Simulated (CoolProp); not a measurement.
R227EA along the isobar 3 MPa: Z from the reference equation and from simpler models built on Tc = 101.8 °C, pc = 2.925 MPa, ω = 0.358; each cubic takes its own stable root.

Model: reference Helmholtz-energy equation of state, Lemmon 2016, in CoolProp.

```
T (°C)          phase  reference  van der Waals  Redlich-Kwong  Soave-Redlich-Kwong  Peng-Robinson
------  -------------  ---------  -------------  -------------  -------------------  -------------
63.25          liquid          ?         0.2388              ?               0.1682         0.1489
78.65          liquid     0.1540         0.2473         0.1896               0.1800         0.1599
94.05          liquid     0.1697         0.2703              ?               0.2094         0.1877
109.45  supercritical     0.5107         0.5186         0.5036               0.5260         0.4972
124.85  supercritical     0.6392         0.6255         0.6192               0.6499         0.6209
140.25  supercritical     0.7105         0.6849         0.6847               0.7208         0.6924
155.65  supercritical          ?         0.7275         0.7316               0.7712         0.7437
171.05  supercritical          ?         0.7607         0.7679               0.8100         0.7834
186.45  supercritical     0.8280         0.7876         0.7970               0.8410         0.8153
201.85  supercritical     0.8525         0.8100         0.8212               0.8664         0.8417
```

**Question.** Fill in the missing entries.

**Answer.** 
- 63.25, reference: 0.1482
- 63.25, Redlich-Kwong: 0.1781
- 94.05, Redlich-Kwong: 0.2174
- 155.65, reference: 0.7603
- 171.05, reference: 0.7980
